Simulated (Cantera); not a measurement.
# Thermodynamics of iron carbonyl, mercury and lead vapours, feed Fe(CO)₅ + H₂

A closed system holds: 1 mol Fe(CO)₅, 0.12 mol H₂, equilibrated at 0.188 Torr.

Equilibrium computed with Cantera from the NASA thermochemical tables; the gas is ideal and each condensed phase is pure. Candidate condensed phases: C, C₆H₆, C₇H₈, C₈H₁₈, Fe, Fe(CO)₅, FeO, Fe(OH)₂, Fe(OH)₃, Fe₂O₃, Fe₃O₄, H₂O; 114 gas species. Condensed phases not in the tables: cementite and carbon dissolved in iron. Rates play no part.

```csv
T (K),x CO,x H₂,x Fe,x H,x CO₂,x H₂O,x C₂H₂ (acetylene),x CH₄,n C(graphite),n Fe(α),n Fe(γ)
948,0.976,0.0234,4.01e-12,5.08e-9,0.000417,5.54e-6,6.06e-12,2.36e-8,0.00216,1.00,0
1023,0.976,0.0234,1.79e-10,4.01e-8,8.53e-5,1.57e-6,4.91e-11,1.03e-8,0,1.00,0
1098,0.977,0.0234,4.66e-9,2.39e-7,2.18e-5,5.26e-7,2.98e-10,5.02e-9,0,1.00,0
1173,0.977,0.0234,7.85e-8,1.14e-6,6.65e-6,2.03e-7,1.44e-9,2.67e-9,0,1.00,0
1248,0.977,0.0234,9.32e-7,4.52e-6,2.35e-6,8.80e-8,5.70e-9,1.53e-9,0,0,1.000
1323,0.977,0.0234,8.31e-6,1.54e-5,9.42e-7,4.19e-8,1.93e-8,9.33e-10,0,0,1.000
1398,0.976,0.0234,5.83e-5,4.58e-5,4.17e-7,2.16e-8,5.74e-8,5.99e-10,0,0,1.000
1473,0.976,0.0234,0.000334,0.000122,2.27e-7,1.34e-8,1.20e-7,3.56e-10,0,0,0.998
1548,0.975,0.0232,0.00161,0.000297,1.96e-7,1.30e-8,1.04e-7,1.48e-10,0,0,0.992
1623,0.970,0.0229,0.00669,0.000662,1.70e-7,1.25e-8,9.12e-8,6.59e-11,0,0,0.966
```
x: gas mole fraction; n: condensed amount in mol.

At 948 K the condensed part is C(graphite) + Fe(α). From 1023 K to 1173 K the condensed part is Fe(α). From 1248 K to 1623 K the condensed part is Fe(γ).
